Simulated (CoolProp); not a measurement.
Vapour-liquid equilibrium of R125 (1) + n-butane (2) at 33.95 °C; x and y are mole fractions of (1).

The numbers come from the multi-fluid Helmholtz-energy mixture model, Lemmon 2005 and Bücker 2006; pair parameters Bell 2016 in CoolProp.

Q: Give the bubble pressure and the first vapour's composition at x = 0.35, 0.65, 0.8. Is there an azeotrope?

A: x = 0.35: 1.226 MPa, y = 0.752; x = 0.65: 1.492 MPa, y = 0.829; x = 0.8: 1.606 MPa, y = 0.879. No azeotrope shows between x = 0.05 and 0.95.

Pair parameters are fitted to limited data, so mixtures are less certain than the pure fluids. With so large a gap from Raoult's law the liquid may split in two, which this calculation doesn't test in full.
